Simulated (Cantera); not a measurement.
A closed system holds: 1 mol NiS, 3.4 mol H2, held at 1 atm.

Method: chemical equilibrium by Gibbs-energy minimisation in Cantera with the NASA 1993 tables (ideal gas, pure condensed phases). Candidate condensed phases: Ni, NiS, NiS2, Ni3S2, Ni3S4, S; 9 gas species. Rates play no part.

Task: At 1875 K, list the 5 most abundant gas species with their mole fractions, and the condensed phases.

Result: H2 0.911, H2S 0.0739, S2 0.00901, SH 0.00482, H 0.000622. Condensed: Ni3S2(l).
